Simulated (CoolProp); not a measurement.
Vapour-liquid equilibrium of CH2F2 (R32) (1) + fluoroethane (R161) (2) at 2.95 bar; x and y are mole fractions of (1).

Model: multi-fluid Helmholtz-energy mixture model, Tillner-Roth 1997 and Wu 2012; pair parameters Bell 2016, in CoolProp.

Q: Give the bubble temperature and the first vapour's composition at x = 0.25, 0.65, 0.95. Is there an azeotrope?

A: x = 0.25: 255.2 K, y = 0.392; x = 0.65: 248.9 K, y = 0.759; x = 0.95: 245.5 K, y = 0.968. No azeotrope shows between x = 0.05 and 0.95.

The pair parameters rest on a limited set of measurements; away from them the model extrapolates.
